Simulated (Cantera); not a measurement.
Feed: 1 mol SiH4, 0.91 mol HCl, 5.6 mol H2, 0.4 mol Cl2, at 1375 K and 8.25 Torr.

Method: chemical equilibrium by Gibbs-energy minimisation in Cantera with the NASA 1993 tables (ideal gas, pure condensed phases). Candidate condensed phases: Si; 19 gas species. The tables' values for SiCl3 are old estimates; treat these amounts as uncertain. The numbers say what is thermodynamically allowed, not how fast it happens.

Base state: H2 0.854, HCl 0.105, SiCl2 0.0372, SiCl3 0.00267, SiCl4 0.000878, SiHCl3 0.000455, SiH2Cl2 3.50e-5, H 3.02e-5 (mole fractions); condensed: Si(s).

**Question.** What changes in the equilibrium state with this change: 0.43 mol HF added?

**Answer.** 
```
species       before     after
----------  --------  --------
H2             0.854     0.844
HCl            0.105     0.102
SiCl2         0.0372    0.0356
SiF4               0   0.00796
SiF3               0   0.00295
HF                 0   0.00124
SiHF3              0   0.00100
SiF2               0  0.000791
SiH2F2             0   5.89e-5
SiCl4       0.000878  0.000804
Si(s), mol     0.633     0.519
```
The tables' values for SiF3, SiCl3, SiF2 are old estimates; treat these amounts as uncertain.

**Question.** What changes in the equilibrium state with this change: temperature from 1375 K to 1300 K?

**Answer.** 
```csv
species,before,after
H2,0.854,0.858
HCl,0.105,0.101
SiCl2,0.0372,0.0319
SiCl4,0.000878,0.00306
H,3.02e-5,9.77e-6
SiHCl3,0.000455,0.00118
SiH2Cl2,3.50e-5,6.44e-5
SiCl3,0.00267,0.00406
"Si(s), mol",0.633,0.644
```
